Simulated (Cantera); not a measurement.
Input (Python, Cantera):

```python
import numpy as np
import cantera as ct

gas = ct.Solution("gri30.yaml")
gas.TPX = 1800, 1333, {'CH4': 1, 'N2': 21}
reactor = ct.IdealGasConstPressureReactor(gas, energy="off", clone=False)
net = ct.ReactorNet([reactor])
net.rtol, net.atol = 1e-08, 1e-18
show = ['CH4', 'CH2', 'C2H2', 'C2H4', 'H2', 'CH3']
times = np.geomspace(2e-05, 50, 13)

steps = ct.SolutionArray(gas, extra=["t"])
rows = []
print(f"{'t/s':>10s}{'T/K':>9s}{'P/Pa':>11s}" + "".join(f"{s:>11s}" for s in show))
for t in times:
    while net.time < t:
        t_next = net.step()
        steps.append(gas.state, t=t_next)
    rows.append([np.interp(t, steps.t, y) for y in (steps.T, steps.P, *steps(*show).X.T)])
    print(f"{t:10.3e}{rows[-1][0]:9.1f}{rows[-1][1]:11.4g}" + "".join(f"{x:11.3e}" for x in rows[-1][2:]))
rate = np.gradient(steps.T, steps.t)
print("integrator steps:", len(steps.t))
if steps.T.max() > steps.T[0] + 200:
    print(f"time of steepest temperature rise: {steps.t[rate.argmax()]:.4e} s")
gas.TPX = 1800, 1333, {'CH4': 1, 'N2': 21}
gas.equilibrate("TP")
print(f"equilibrium (TP): T = {gas.T:.1f} K  " + "  ".join(f"{s} {gas[s].X[0]:.3e}" for s in show))
```

Result:

```
       t/s      T/K       P/Pa        CH4        CH2       C2H2       C2H4         H2        CH3
 2.000e-05   1800.0       1333  4.545e-02  5.389e-13  1.194e-17  6.165e-14  1.188e-07  6.911e-07
 6.826e-05   1800.0       1333  4.545e-02  1.784e-11  2.468e-15  4.397e-12  9.982e-07  2.951e-06
 2.330e-04   1800.0       1333  4.544e-02  3.288e-10  8.924e-13  4.608e-10  5.490e-06  1.215e-05
 7.953e-04   1800.0       1333  4.541e-02  3.404e-09  2.165e-10  2.945e-08  2.162e-05  4.428e-05
 2.714e-03   1800.0       1333  4.529e-02  3.156e-08  3.559e-08  1.333e-06  7.903e-05  1.535e-04
 9.265e-03   1800.0       1333  4.481e-02  2.936e-07  5.082e-06  5.137e-05  3.778e-04  5.187e-04
 3.162e-02   1800.0       1333  4.005e-02  2.048e-06  6.438e-04  1.243e-03  5.152e-03  1.461e-03
 1.079e-01   1800.0       1333  1.720e-02  2.848e-06  1.218e-02  8.113e-04  3.866e-02  1.077e-03
 3.684e-01   1800.0       1333  3.621e-03  1.441e-06  1.980e-02  4.360e-05  5.953e-02  3.206e-04
 1.257e+00   1800.0       1333  4.167e-04  4.914e-07  2.149e-02  1.565e-06  6.431e-02  6.121e-05
 4.292e+00   1800.0       1333  3.910e-05  1.008e-07  2.168e-02  4.583e-07  6.478e-02  8.421e-06
 1.465e+01   1800.0       1333  2.605e-06  8.776e-09  2.168e-02  4.352e-07  6.479e-02  6.404e-07
 5.000e+01   1800.0       1333  4.482e-07  1.529e-09  2.168e-02  4.349e-07  6.479e-02  1.108e-07
integrator steps: 1454
equilibrium (TP): T = 1800.0 K  CH4 7.814e-07  CH2 2.667e-09  C2H2 3.794e-03  C2H4 7.610e-08  H2 6.480e-02  CH3 1.932e-07
```

Detailed kinetics in Cantera: GRI-Mech 3.0 (53 species, 325 reactions). GRI-Mech 3.0 stops at C3 and has no aromatics, soot or wall deposition, so with more carbon than oxygen in the feed, carbon stays in small species such as C2H2 where larger ones or solid carbon would form. Radical loss at walls, strong at low pressure, is not modelled.
